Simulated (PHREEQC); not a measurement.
Reverse-osmosis permeate

A made-up water analysis in mg/L, 25 °C, pH 5.77, pe 11.1:

```
constituent                mg/L
-----------------------  ------
Na                         4.93
K                         0.498
Ca                        0.802
Mg                       0.0873
Cl                         5.62
S(6) as SO4                 4.2
Alkalinity as HCO3         1.52
O(0) (dissolved oxygen)   0.163
Cd                        0.132
B                        0.0326
```

Na is adjusted to close the charge balance.
Valence states are taken as typed.

The numbers come from PHREEQC with the ion-association model, phreeqc.dat.

- ionic strength = 0.000340 mol/kgw

| species | molality | activity | log γ |
|---|---|---|---|
| Na+ | 0.000208 | 0.000204 | -0.009 |
| Cl- | 0.000159 | 0.000155 | -0.009 |
| CO2 | 9.96e-5 | 9.96e-5 | 0.000 |
| SO4-2 | 4.35e-5 | 4.00e-5 | -0.037 |
| HCO3- | 2.66e-5 | 2.61e-5 | -0.009 |
| Ca+2 | 1.99e-5 | 1.83e-5 | -0.036 |
| K+ | 1.27e-5 | 1.25e-5 | -0.009 |
| O2 | 5.09e-6 | 5.09e-6 | 0.000 |
| Mg+2 | 3.56e-6 | 3.27e-6 | -0.036 |
| H3BO3 | 3.01e-6 | 3.01e-6 | 0.000 |
| H+ | 1.73e-6 | 1.70e-6 | -0.009 |
| Cd+2 | 1.15e-6 | 1.05e-6 | -0.037 |
| CaSO4 | 1.30e-7 | 1.30e-7 | 0.000 |
| NaSO4- | 4.18e-8 | 4.09e-8 | -0.009 |

Precipitation was switched off in this run. Species that the database lacks are ignored.
